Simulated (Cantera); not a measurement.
## MgO + H2S + O2 (roasting and sulfation)

Feed: 1 mol MgO, 0.63 mol H2S, 1.4 mol O2, held at 18000 Pa.

These are equilibrium values from Cantera (NASA tables, ideal gas, pure condensed phases), not measurements of a reactor. Candidate condensed phases: H2O, H2SO4, Mg, MgO, Mg(OH)2, MgS, MgSO4, S; 26 gas species. Rates play no part.

From 1298 K to 1698 K the condensed part is MgO(s).

| T (K) | x H2O | x SO2 | x O2 | x SO3 | x OH | n MgO(s) |
|---|---|---|---|---|---|---|
| 1298 | 0.369 | 0.359 | 0.262 | 0.00966 | 3.20e-5 | 1.00 |
| 1348 | 0.369 | 0.362 | 0.263 | 0.00699 | 5.59e-5 | 1.00 |
| 1398 | 0.368 | 0.363 | 0.263 | 0.00517 | 9.41e-5 | 1.00 |
| 1448 | 0.368 | 0.364 | 0.264 | 0.00391 | 0.000153 | 1.00 |
| 1498 | 0.368 | 0.365 | 0.264 | 0.00300 | 0.000240 | 1.00 |
| 1548 | 0.368 | 0.365 | 0.264 | 0.00235 | 0.000366 | 1.00 |
| 1598 | 0.367 | 0.366 | 0.264 | 0.00187 | 0.000543 | 1.00 |
| 1648 | 0.367 | 0.366 | 0.264 | 0.00150 | 0.000788 | 1.000 |
| 1698 | 0.367 | 0.366 | 0.264 | 0.00123 | 0.00112 | 1.000 |
x: gas mole fraction; n: condensed amount in mol.
